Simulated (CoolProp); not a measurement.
Ethanol along the isotherm 282.75 °C: fugacity coefficient from the reference equation and from simpler models built on Tc = 241.6 °C, pc = 62.68 bar, ω = 0.644; each cubic takes its own stable root.

The numbers come from the reference Helmholtz-energy equation of state, Schroeder 2014 in CoolProp.

```json
[
 {"p (bar)": "6.27", "phase": "gas", "reference": "0.9796", "van der Waals": "0.9755", "Redlich-Kwong": "0.9729", "Peng-Robinson": "0.9720"},
 {"p (bar)": "12.5", "phase": "gas", "reference": "0.9594", "van der Waals": "0.9512", "Redlich-Kwong": "0.9463", "Peng-Robinson": "0.9448"},
 {"p (bar)": "18.8", "phase": "gas", "reference": "0.9390", "van der Waals": "0.9268", "Redlich-Kwong": "0.9198", "Peng-Robinson": "0.9178"},
 {"p (bar)": "25.1", "phase": "gas", "reference": "0.9187", "van der Waals": "0.9024", "Redlich-Kwong": "0.8935", "Peng-Robinson": "0.8913"},
 {"p (bar)": "31.3", "phase": "gas", "reference": "0.8987", "van der Waals": "0.8784", "Redlich-Kwong": "0.8679", "Peng-Robinson": "0.8657"},
 {"p (bar)": "37.6", "phase": "gas", "reference": "0.8784", "van der Waals": "0.8541", "Redlich-Kwong": "0.8422", "Peng-Robinson": "0.8403"},
 {"p (bar)": "43.9", "phase": "gas", "reference": "0.8580", "van der Waals": "0.8297", "Redlich-Kwong": "0.8166", "Peng-Robinson": "0.8153"},
 {"p (bar)": "50.1", "phase": "gas", "reference": "0.8379", "van der Waals": "0.8056", "Redlich-Kwong": "0.7917", "Peng-Robinson": "0.7911"},
 {"p (bar)": "56.4", "phase": "gas", "reference": "0.8173", "van der Waals": "0.7809", "Redlich-Kwong": "0.7665", "Peng-Robinson": "0.7670"},
 {"p (bar)": "62.7", "phase": "supercritical", "reference": "0.7965", "van der Waals": "0.7559", "Redlich-Kwong": "0.7414", "Peng-Robinson": "0.7434"},
 {"p (bar)": "68.9", "phase": "supercritical", "reference": "0.7758", "van der Waals": "0.7308", "Redlich-Kwong": "0.7167", "Peng-Robinson": "0.7206"},
 {"p (bar)": "75.2", "phase": "supercritical", "reference": "0.7544", "van der Waals": "0.7046", "Redlich-Kwong": "0.6916", "Peng-Robinson": "0.6979"},
 {"p (bar)": "81.5", "phase": "supercritical", "reference": "0.7326", "van der Waals": "0.6773", "Redlich-Kwong": "0.6664", "Peng-Robinson": "0.6757"},
 {"p (bar)": "87.8", "phase": "supercritical", "reference": "0.7103", "van der Waals": "0.6499", "Redlich-Kwong": "0.6414", "Peng-Robinson": "0.6541"},
 {"p (bar)": "94", "phase": "supercritical", "reference": "0.6880", "van der Waals": "0.6245", "Redlich-Kwong": "0.6174", "Peng-Robinson": "0.6335"}
]
```
